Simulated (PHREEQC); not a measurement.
Make-up at 20 °C: 0.0012 mol NH4HF2, 0.0013 mol (NH4)2SiF6, 0.0013 mol H3PO4 and 0.018 mol H2SO4 per kg of water. Closed to the air; pH follows from the charge balance.

Model: ion-association model, phreeqc.dat, run in PHREEQC.

Q: The ionic strength comes out as 0.0383 mol/kgw. What activity coefficients do SO4-2, H2PO4-, H+, F-, HF2- get?

A: SO4-2 0.50, H2PO4- 0.84, H+ 0.86, F- 0.83, HF2- 0.84.

No solid was allowed to form. Examples of supersaturated solids here: Quartz (slow to form). Others may be too. Complexes and solids missing from the database can't appear. SiF6-2 is the database's only silicon fluoride.
